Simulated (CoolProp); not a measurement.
Vapour-liquid equilibrium of carbon dioxide (1) + 1-butene (2) at -12.95 °C; x and y are mole fractions of (1).

Model: multi-fluid Helmholtz-energy mixture model, Span 1996 and Lemmon 2005; pair parameters Bell 2016, in CoolProp.

| x | bubble pressure, mixture model (MPa) | bubble pressure, Raoult's law (MPa) | y, mixture model | y, Raoult's law |
|---|---|---|---|---|
| 0.05 | 0.2186 | 0.1954 | 0.649 | 0.623 |
| 0.125 | 0.4401 | 0.3720 | 0.830 | 0.817 |
| 0.2 | 0.6615 | 0.5487 | 0.890 | 0.887 |
| 0.275 | 0.8724 | 0.7253 | 0.919 | 0.922 |
| 0.35 | 1.066 | 0.9020 | 0.936 | 0.944 |
| 0.425 | 1.240 | 1.079 | 0.947 | 0.959 |
| 0.5 | 1.396 | 1.255 | 0.955 | 0.969 |
| 0.575 | 1.539 | 1.432 | 0.961 | 0.977 |
| 0.65 | 1.673 | 1.609 | 0.967 | 0.983 |
| 0.725 | 1.808 | 1.785 | 0.973 | 0.988 |
| 0.8 | 1.951 | 1.962 | 0.979 | 0.992 |
| 0.875 | 2.110 | 2.139 | 0.985 | 0.995 |
| 0.95 | 2.294 | 2.315 | 0.994 | 0.998 |

The largest gap from Raoult's law is +20.6 % in bubble pressure, at x = 0.2. No azeotrope shows between x = 0.05 and 0.95.

Pair parameters are fitted to limited data, so mixtures are less certain than the pure fluids. The gap from Raoult's law changes sign with composition, which may be real or a fault of the pair parameters; it wasn't checked against measurements.
